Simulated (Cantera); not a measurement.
Charge: 1 mol SiF4, 14 mol N2, at 1673 K and 14.0 Pa.

These are equilibrium values from Cantera (NASA tables, ideal gas, pure condensed phases), not measurements of a reactor. Candidate condensed phases: Si, Si3N4; 16 gas species. The tables' values for SiF3 are old estimates; treat these amounts as uncertain. Rates play no part.

Base state: N2 0.933, SiF4 0.0666, F 0.000108, SiF3 0.000107 (mole fractions); condensed: gas only.

**Question.** What changes in the equilibrium state with this change: SiF4 replaced by SiCl4?

**Answer.** 
```csv
species,before,after
N2,0.933,0.834
Cl,0,0.106
SiCl2,0,0.0495
SiF4,0.0666,0
SiCl3,0,0.00764
SiCl4,0,0.00246
```
The tables' values for SiCl3 are old estimates; treat these amounts as uncertain.
